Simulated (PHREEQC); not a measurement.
## Buffer (model solution)

Make-up at 25 °C: 0.305 mol/kgw NaH2PO4 and 1.6 mol/kgw NH3. Closed to the air; pH follows from the charge balance.

Computed with PHREEQC (ion-association model, phreeqc.dat).

This is a speciation only: nothing precipitates in the calculation.

Task: Predict the pH.

Result: pH 10.20.

Task: In which forms is P present?

Result: HPO4-2 82 %, PO4-3 9.1 %, NaHPO4- 8.5 % of the P.

Ionic strength above about 0.7 mol/kgw puts this run outside the model's range.
